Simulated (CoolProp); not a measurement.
A Linde-Hampson liquefier for dry air: isothermal reversible compression at 200 K from 1 atm to 15 MPa, throttling to 1 atm, return gas leaving the recuperator 0 K below the feed. Each further row changes one setting.

Values from CoolProp's reference Helmholtz-energy equation of state, Lemmon 2000. It is a pseudo-pure fit of the blend.

| case | liquid yield per pass | compression work (kJ/kg of gas) |
|---|---|---|
| as stated | ___ | 270 |
| high pressure 30 MPa | 0.279 | ___ |
| warm-end temperature 230 K | ___ | ___ |
| warm-end gap 5 K | ___ | 270 |

**Question.** Complete the blanks.

**Answer.** 
- as stated, liquid yield per pass: 0.217
- high pressure 30 MPa, compression work (kJ/kg of gas): 305
- warm-end temperature 230 K, liquid yield per pass: 0.144
- warm-end temperature 230 K, compression work (kJ/kg of gas): 320
- warm-end gap 5 K, liquid yield per pass: 0.205
